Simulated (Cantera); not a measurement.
A closed system holds: 1 mol SiH2Cl2, 1 mol O2, 37 mol H2, at 1273 K and 0.293 Torr.

These are equilibrium values from Cantera (NASA tables, ideal gas, pure condensed phases), not measurements of a reactor. Candidate condensed phases: H2O, Si, SiO2; 30 gas species. The tables hold silica as quartz up to 1696 K and as liquid above; real silica turns to tridymite and cristobalite and melts near 1996 K. Rates play no part.

Base state: H2 0.949, HCl 0.0513, H2O 4.20e-5, SiO 4.18e-5, H 3.52e-5 (mole fractions); condensed: SiO2(β-quartz).

Question: What changes in the equilibrium state with this change: temperature from 1273 K to 2100 K?

Answer: 
| species | before | after |
|---|---|---|
| H2 | 0.949 | 0.769 |
| H | 3.52e-5 | 0.138 |
| HCl | 0.0513 | 0.0410 |
| SiO | 4.18e-5 | 0.0232 |
| H2O | 4.20e-5 | 0.0226 |
| OH | <1e-9 | 0.000485 |
| O | <1e-9 | 6.22e-5 |
| Cl | 1.62e-6 | 0.00542 |
| SiO2(β-quartz), mol | 0.998 | 0 |

Question: What changes in the equilibrium state with this change: SiH2Cl2 replaced by Si2H6?

Answer: 
```tsv
species	before	after
H2	0.949	0.990
SiO	4.18e-5	0.00995
H	3.52e-5	3.59e-5
HCl	0.0513	0
H2O	4.20e-5	1.84e-7
SiO2(β-quartz), mol	0.998	0.799
Si(s), mol	0	0.799
```
The feed counts by its element totals alone. Mutual solubility and eutectic melting of coexisting phases are not modelled.
